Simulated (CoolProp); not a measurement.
Vapour-liquid equilibrium of R143a (1) + n-butane (2) at -4.55 °C; x and y are mole fractions of (1).

Model: multi-fluid Helmholtz-energy mixture model, Lemmon and Jacobsen 2000 and Bücker 2006; pair parameters Bell 2016, in CoolProp.

```csv
x,"bubble pressure, mixture model (MPa)","bubble pressure, Raoult's law (MPa)","y, mixture model","y, Raoult's law"
0.05,0.1736,0.1091,0.507,0.246
0.2,0.3254,0.1766,0.752,0.608
0.35,0.3923,0.2441,0.807,0.769
0.5,0.4295,0.3115,0.835,0.861
0.65,0.4601,0.3790,0.863,0.920
0.8,0.4925,0.4465,0.903,0.961
0.95,0.5262,0.5140,0.968,0.992
```

The largest gap from Raoult's law is +84.3 % in bubble pressure, at x = 0.2. No azeotrope shows between x = 0.05 and 0.95.

The pair parameters rest on a limited set of measurements; away from them the model extrapolates. With so large a gap from Raoult's law the liquid may split in two, which this calculation doesn't test in full.
